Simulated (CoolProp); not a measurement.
A simple Rankine cycle with n-butane: condensing at 322.15 K, boiler at 1.97 MPa, turbine inlet 388.6 K, turbine efficiency 0.75, pump efficiency 0.7, no recuperator. Each further row changes one setting.

Computed with CoolProp (reference Helmholtz-energy equation of state, Bücker 2006).

```tsv
case	thermal efficiency (%)	net work (kJ/kg)	heat in (kJ/kg)	turbine exit temperature (K)	volume ratio over the turbine
as stated	9.6	39.9	417	343.2	4.81
turbine inlet 408.6 K	9.6	?	472	367.3	4.51
condensing temperature 314.15 K	10.7	?	437	338.0	?
boiler pressure 1.38 MPa	?	33.8	?	359.2	3.03
turbine efficiency 0.65	8.2	34.1	417	346.1	4.87
```

Fill in the missing entries.


- turbine inlet 408.6 K, net work (kJ/kg): 45.2
- condensing temperature 314.15 K, net work (kJ/kg): 46.7
- condensing temperature 314.15 K, volume ratio over the turbine: 5.98
- boiler pressure 1.38 MPa, thermal efficiency (%): 7.6
- boiler pressure 1.38 MPa, heat in (kJ/kg): 443
